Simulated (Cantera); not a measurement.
Charge: 1 mol MgCO₃, 1.5 mol CO₂, 0.037 mol C, at 1373 K and 180 Pa.

Method: chemical equilibrium by Gibbs-energy minimisation in Cantera with the NASA 1993 tables (ideal gas, pure condensed phases). Candidate condensed phases: C, Mg, MgCO₃, MgO; 15 gas species. Kinetics and transport are ignored.

Base state: CO₂ 0.971, CO 0.0292 (mole fractions); condensed: MgO(s).

### Question
What changes in the equilibrium state with this change: MgCO₃ replaced by Ca(OH)₂?

### Answer
```csv
species,before,after
CO₂,0.971,0.584
H₂O,0,0.387
CO,0.0292,0.0221
H₂,0,0.00710
"MgO(s), mol",1.00,0
"CaO(s), mol",0,1.00
```
Further candidate phases: C₆H₆, C₇H₈, C₈H₁₈, Ca, CaCO₃, CaO, Ca(OH)₂, H₂O.
